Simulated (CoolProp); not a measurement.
Vapour-liquid equilibrium of C2F6 (R116) (1) + propylene (2) at 0.632 MPa; x and y are mole fractions of (1).

Model: multi-fluid Helmholtz-energy mixture model, Lemmon 2006 and Lemmon 2013; pair parameters Bell 2016, in CoolProp.

### Question
Give the bubble temperature and the first vapour's composition at x = 0.65, 0.875, 0.95. Is there an azeotrope?

### Answer
x = 0.65: 237.8 K, y = 0.773; x = 0.875: 236.9 K, y = 0.874; x = 0.95: 237.1 K, y = 0.940. y crosses x between x = 0.8 and 0.875: the model has an azeotrope there.

The pair parameters rest on a limited set of measurements; away from them the model extrapolates. With so large a gap from Raoult's law the liquid may split in two, which this calculation doesn't test in full.
